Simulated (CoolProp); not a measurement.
Vapour-liquid equilibrium of cyclohexane (1) + dimethyl carbonate (2) at 73.85 °C; x and y are mole fractions of (1).

Computed with CoolProp (multi-fluid Helmholtz-energy mixture model, Zhou 2014 and Zhou 2011; pair parameters Bell 2016).

Problem. Give the bubble pressure and the first vapour's composition at x = 0.05, 0.25, 0.85. Is there an azeotrope?

Solution. x = 0.05: 0.07090 MPa, y = 0.209; x = 0.25: 0.09542 MPa, y = 0.492; x = 0.85: 0.09883 MPa, y = 0.736. y crosses x between x = 0.55 and 0.65: the model has an azeotrope there.

The pair parameters rest on a limited set of measurements; away from them the model extrapolates.
